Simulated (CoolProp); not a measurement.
Saturation properties of isobutane (Tc = 134.7 °C, pc = 3.629 MPa, ω = 0.184).

The numbers come from the reference Helmholtz-energy equation of state, Bücker 2006 in CoolProp.

| T (°C) | p (MPa) | vapour density (kg/m³) | liquid conductivity (mW/(m K)) |
|---|---|---|---|
| -79.05 | 0.002446 | 0.08832 | 131 |
| -72.65 | 0.003954 | 0.1384 | 129 |
| -66.25 | 0.006177 | 0.2098 | 126 |
| -59.85 | 0.009356 | 0.3089 | 123 |
| -53.35 | 0.01386 | 0.4451 | 121 |
| -46.95 | 0.01989 | [?] | 118 |
| -40.55 | 0.02791 | 0.8526 | 115 |
| -34.15 | 0.03834 | 1.145 | 112 |
| -27.75 | [?] | 1.511 | 110 |
| -21.35 | [?] | 1.962 | 107 |
| -14.95 | 0.08923 | 2.511 | [?] |
| -8.55 | 0.1146 | 3.172 | 102 |
| -2.15 | 0.1453 | 3.961 | 99.4 |
| 4.25 | 0.1820 | [?] | [?] |

### Question
Some entries are withheld; supply them.

### Answer

- -46.95, vapour density (kg/m³): 0.6227
- -27.75, p (MPa): 0.05167
- -21.35, p (MPa): 0.06845
- -14.95, liquid conductivity (mW/(m K)): 105
- 4.25, vapour density (kg/m³): 4.893
- 4.25, liquid conductivity (mW/(m K)): 96.9

It boils at -11.7 °C under 1 atm.

Thermal conductivity comes from a separate model (Perkins 2002).
